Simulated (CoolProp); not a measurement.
Saturation properties of CH2F2 (R32) (Tc = 351.3 K, pc = 5.783 MPa, ω = 0.277).

Values from CoolProp's reference Helmholtz-energy equation of state, Tillner-Roth 1997.

```json
[
 {"T (K)": "191", "p (MPa)": "0.01602", "enthalpy of vaporisation (kJ/kg)": "412.8", "liquid cp (kJ/(kg K))": "(withheld)", "liquid viscosity (µPa s)": "485"},
 {"T (K)": "204", "p (MPa)": "(withheld)", "enthalpy of vaporisation (kJ/kg)": "400.1", "liquid cp (kJ/(kg K))": "1.567", "liquid viscosity (µPa s)": "390"},
 {"T (K)": "217", "p (MPa)": "0.08013", "enthalpy of vaporisation (kJ/kg)": "386.7", "liquid cp (kJ/(kg K))": "1.581", "liquid viscosity (µPa s)": "320"},
 {"T (K)": "230", "p (MPa)": "0.1535", "enthalpy of vaporisation (kJ/kg)": "372.4", "liquid cp (kJ/(kg K))": "1.601", "liquid viscosity (µPa s)": "(withheld)"},
 {"T (K)": "242.9", "p (MPa)": "0.2706", "enthalpy of vaporisation (kJ/kg)": "357.1", "liquid cp (kJ/(kg K))": "1.630", "liquid viscosity (µPa s)": "(withheld)"},
 {"T (K)": "255.9", "p (MPa)": "(withheld)", "enthalpy of vaporisation (kJ/kg)": "340.3", "liquid cp (kJ/(kg K))": "1.670", "liquid viscosity (µPa s)": "189"},
 {"T (K)": "268.9", "p (MPa)": "0.7080", "enthalpy of vaporisation (kJ/kg)": "321.8", "liquid cp (kJ/(kg K))": "1.724", "liquid viscosity (µPa s)": "161"},
 {"T (K)": "281.9", "p (MPa)": "1.066", "enthalpy of vaporisation (kJ/kg)": "301.1", "liquid cp (kJ/(kg K))": "1.797", "liquid viscosity (µPa s)": "137"}
]
```

Q: Complete the blanks.

A: 
- 191, liquid cp (kJ/(kg K)): 1.560
- 204, p (MPa): 0.03801
- 230, liquid viscosity (µPa s): 266
- 242.9, liquid viscosity (µPa s): 224
- 255.9, p (MPa): 0.4496

It boils at 221.5 K under 1 atm.

Viscosity comes from a separate model (Bell 2016), an estimate that may be off by 10 % or more.
